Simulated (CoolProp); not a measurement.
Vapour-liquid equilibrium of acetone (1) + benzene (2) at 416.8 K; x and y are mole fractions of (1).

Values from CoolProp's multi-fluid Helmholtz-energy mixture model, Lemmon 2006 and Thol 2012; pair parameters Bell 2016.

### Question
Give the bubble pressure and the first vapour's composition at x = 0.35, 0.55, 0.85. Is there an azeotrope?

### Answer
x = 0.35: 7.242 bar, y = 0.500; x = 0.55: 8.199 bar, y = 0.673; x = 0.85: 9.472 bar, y = 0.894. No azeotrope shows between x = 0.05 and 0.95.

Pair parameters are fitted to limited data, so mixtures are less certain than the pure fluids.
